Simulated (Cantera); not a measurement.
A perfectly stirred reactor is fed with 15.0 % H2, 34.0 % O2, 51.0 % N2, at 3300 Pa; it is held at 925 K, and followed from long to short residence time.

Model: GRI-Mech 3.0 (53 species, 325 reactions), integrated in Cantera. Radical loss at walls, strong at low pressure, is not modelled. Below about 950 K walls govern HO2 and H2O2 in real vessels. The temperature is held fixed by assumption; the heat of reaction is taken as removed at once.

x: mole fraction; the columns are a selection and need not sum to one.

```json
[
 {"τ (s)": "12", "x H2": "0.000429", "x O2": "0.287", "x H2O2": "3.06e-7", "x O": "5.70e-5", "x NO": "4.30e-9", "x NO2": "4.62e-11"},
 {"τ (s)": "2.6", "x H2": "0.00108", "x O2": "0.287", "x H2O2": "4.14e-7", "x O": "0.000152", "x NO": "8.51e-9", "x NO2": "3.73e-11"},
 {"τ (s)": "0.56", "x H2": "0.00257", "x O2": "0.287", "x H2O2": "5.00e-7", "x O": "0.000383", "x NO": "2.01e-8", "x NO2": "3.04e-11"},
 {"τ (s)": "0.12", "x H2": "0.00592", "x O2": "0.288", "x H2O2": "5.71e-7", "x O": "0.000919", "x NO": "4.66e-8", "x NO2": "2.15e-11"},
 {"τ (s)": "0.027", "x H2": "…", "x O2": "0.290", "x H2O2": "6.02e-7", "x O": "…", "x NO": "…", "x NO2": "1.35e-11"},
 {"τ (s)": "0.0060", "x H2": "…", "x O2": "0.294", "x H2O2": "…", "x O": "…", "x NO": "…", "x NO2": "7.31e-12"},
 {"τ (s)": "0.0013", "x H2": "0.0633", "x O2": "0.305", "x H2O2": "3.86e-7", "x O": "0.00647", "x NO": "1.08e-7", "x NO2": "2.32e-12"}
]
```

### Question
Fill in the missing entries.

### Answer

- 0.027, x H2: 0.0130
- 0.027, x O: 0.00205
- 0.027, x NO: 9.68e-8
- 0.0060, x H2: 0.0284
- 0.0060, x H2O2: 5.44e-7
- 0.0060, x O: 0.00428
- 0.0060, x NO: 1.60e-7
